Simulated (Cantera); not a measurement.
A perfectly stirred reactor is fed with CH4 : H2 = 1 : 15 (molar parts), at 0.132 atm; it is held at 2000 K, and followed from long to short residence time.

Computed with Cantera and GRI-Mech 3.0 (53 species, 325 reactions). GRI-Mech 3.0 stops at C3 and has no aromatics, soot or wall deposition, so with more carbon than oxygen in the feed, carbon stays in small species such as C2H2 where larger ones or solid carbon would form.

Task: Predict: x(CH4) at τ = 0.360 s; x(H2) at τ = 0.360 s; x(CH2) at τ = 0.360 s; x(CH3) at τ = 0.360 s; x(C2H6) at τ = 0.360 s; x(CH4) at τ = 50.0 ms; x(H2) at τ = 50.0 ms; x(CH2) at τ = 50.0 ms; x(CH3) at τ = 50.0 ms; x(C2H6) at τ = 50.0 ms.

Result: 
| Quantity | Result |
|---|---|
| x(CH4) at τ = 0.360 s | 0.00399 |
| x(H2) at τ = 0.360 s | 0.964 |
| x(CH2) at τ = 0.360 s | 1.84e-6 |
| x(CH3) at τ = 0.360 s | 0.000344 |
| x(C2H6) at τ = 0.360 s | 1.66e-7 |
| x(CH4) at τ = 50.0 ms | 0.0109 |
| x(H2) at τ = 50.0 ms | 0.961 |
| x(CH2) at τ = 50.0 ms | 4.05e-6 |
| x(CH3) at τ = 50.0 ms | 0.000871 |
| x(C2H6) at τ = 50.0 ms | 1.12e-6 |
